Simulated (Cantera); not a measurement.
# N2O furnace oxynitridation

A perfectly stirred reactor is fed with 78.1 % N2O, 21.9 % H2O, at 1.01 bar; it is held at 1125 K, and followed from long to short residence time.

Detailed kinetics in Cantera: GRI-Mech 3.0 (53 species, 325 reactions). GRI-Mech 3.0 was tuned for natural gas; its chemistry of N2O as a main component is partial and can be far from experiment. The mechanism lacks the step 2 NO + O2 → 2 NO2, which can matter for NO2 below about 1400 K. The temperature is held fixed by assumption; the heat of reaction is taken as removed at once.

| τ (s) | x N2O | x H2O | x N2 | x HO2 | x H |
|---|---|---|---|---|---|
| 10 | 0.221 | 0.175 | 0.396 | 1.83e-7 | 4.03e-10 |
| 1.9 | 0.495 | 0.196 | 0.201 | 4.62e-7 | 7.17e-10 |
| 0.37 | 0.694 | 0.212 | 0.0611 | 1.22e-6 | 1.17e-9 |
| 0.069 | 0.763 | 0.217 | 0.0130 | 2.58e-6 | 1.81e-9 |
| 0.013 | 0.778 | 0.218 | 0.00252 | 3.73e-6 | 2.27e-9 |
| 0.0025 | 0.781 | 0.219 | 0.000480 | 4.06e-6 | 2.12e-9 |
| 0.00047 | 0.781 | 0.219 | 8.65e-5 | 2.51e-6 | 1.35e-9 |
x: mole fraction; the columns are a selection and need not sum to one.
